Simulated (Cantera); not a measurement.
A Cantera script and what it prints.

```python
import numpy as np
import cantera as ct

gas_names = """
    HCL H2 TiCL3
""".split()
cond_names = """
    Ti(a) Ti(b) Ti(L)
""".split()


# ... load() reads the species with a 1 bar reference pressure and builds the phases ...
species = {s.name: s for s in load("nasa_gas.yaml", gas_names) + load("nasa_condensed.yaml", cond_names)}
# Each term lists the table entries of one substance; the one whose range holds T is used.
reactions = {
    '6 HCl(g) + 2 Ti = 3 H2(g) + 2 TiCl3(g)':
        [(-6, ['HCL']), (-2, ['Ti(a)', 'Ti(b)', 'Ti(L)']), (3, ['H2']), (2, ['TiCL3'])],
}


def pick(names, T):
    return next(species[n] for n in names if species[n].thermo.min_temp <= T <= species[n].thermo.max_temp)


results = []
for label, terms in reactions.items():
    print(label)
    print("     T/K   dH/kJ  dS/(J/K)   dG/kJ   log10 K")
    for T in [500, 700, 900, 1100, 1300]:
        used = [(nu, pick(names, T)) for nu, names in terms]
        dH = sum(nu * s.thermo.h(T) for nu, s in used) / 1e6
        dS = sum(nu * s.thermo.s(T) for nu, s in used) / 1e3
        dG = dH - T * dS / 1e3
        logK = -dG * 1e6 / (ct.gas_constant * T * np.log(10))
        results.append((label, T, dH, dS, dG, logK, [s.name for _, s in used]))
        print(f"{T:8g} {dH:8.1f} {dS:8.1f} {dG:8.1f} {logK:8.2f}")
```

Result:

```
6 HCl(g) + 2 Ti = 3 H2(g) + 2 TiCl3(g)
     T/K   dH/kJ  dS/(J/K)   dG/kJ   log10 K
     500   -521.6   -149.2   -447.0    46.70
     700   -517.6   -142.5   -417.9    31.18
     900   -514.7   -138.7   -389.8    22.62
    1100   -513.8   -137.8   -362.2    17.20
    1300   -520.9   -144.0   -333.7    13.41
```

Cantera with NASA thermochemical tables; ideal gases at 1 bar, condensed phases pure. Condensed species are held in their standard states even where they would react or evaporate.
